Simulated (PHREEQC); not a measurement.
# Copper plating or etch bath

Dissolve 0.0279 mol Cu(NO3)2, 0.00041 mol HNO3 and 0.012 mol FeCl3 per kg of water at 33 °C. Closed to the air; pH follows from the charge balance.

All values are PHREEQC results (ion-association model, wateq4f.dat), not measurements.

Precipitation was switched off in this run.

Problem. Estimate the pH, ionic strength.

Solution. pH 2.23; ionic strength 0.142 mol/kgw.

Problem. In which forms is Cl present?

Solution. Cl- 92 %, FeCl+2 4.4 %, CuCl+ 3.4 % of the Cl.

Examples of supersaturated solids here: Hematite (slow to form), Goethite (slow to form). Others may be too.
